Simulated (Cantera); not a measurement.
A perfectly stirred reactor is fed with CH₄ : O₂ : N₂ = 0.016 : 0.03 : 1 (molar parts), equivalence ratio 1.1, at 10.0 bar; it is held at 1050 K, and followed from long to short residence time.

Computed with Cantera and GRI-Mech 3.0 (53 species, 325 reactions). The temperature is held fixed by assumption; the heat of reaction is taken as removed at once.

| quantity | before | after |
|---|---|---|
| x(CH₄) at τ = 0.710 s | 0.00172 | 0.102 |
| x(O₂) at τ = 0.710 s | 0.00466 | 0.00878 |
| x(CH₃) at τ = 0.710 s | 8.27e-7 | 1.98e-6 |
| x(CO₂) at τ = 0.710 s | 0.00861 | 0.00226 |
| x(H₂) at τ = 0.710 s | 0.000964 | 0.00715 |
| x(CH₄) at τ = 19.0 ms | 0.0106 | 0.120 |
| x(O₂) at τ = 19.0 ms | 0.0228 | 0.0256 |
| x(CH₃) at τ = 19.0 ms | 3.45e-6 | 2.95e-7 |
| x(CO₂) at τ = 19.0 ms | 0.000399 | 3.10e-10 |
| x(H₂) at τ = 19.0 ms | 0.00111 | 6.39e-7 |

Task: What was changed between the two runs?
A. temperature 1050 to 1025 K
B. CH4 0.016 to 0.14 parts
C. CH4 0.016 to 0.0069 parts
D. CH4 0.016 to 0.0061 parts

Result: B, CH4 0.016 to 0.14 parts
